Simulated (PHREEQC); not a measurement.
Make-up at 25 °C: 0.016 mol/kgw NaOH, 0.00057 mol/kgw Na2SiO3 and 0.074 mol/kgw (CH3)4NCl. Closed to the air; pH follows from the charge balance.

Model: ion-association model, phreeqc.dat, run in PHREEQC.

This is a speciation only: nothing precipitates in the calculation.

Question: Order these Si species by the share of Si that they hold, largest first: H2SiO4-2, H4SiO4, H3SiO4-.

Answer: H3SiO4- (85 %), H2SiO4-2 (14 %), H4SiO4 (0.35 %)

The pH is 12.10 and the ionic strength 0.0912 mol/kgw. Species that the database lacks are ignored. (CH3)4N+ isn't in the database: it is added as a free cation with an ion size of 4 Å.
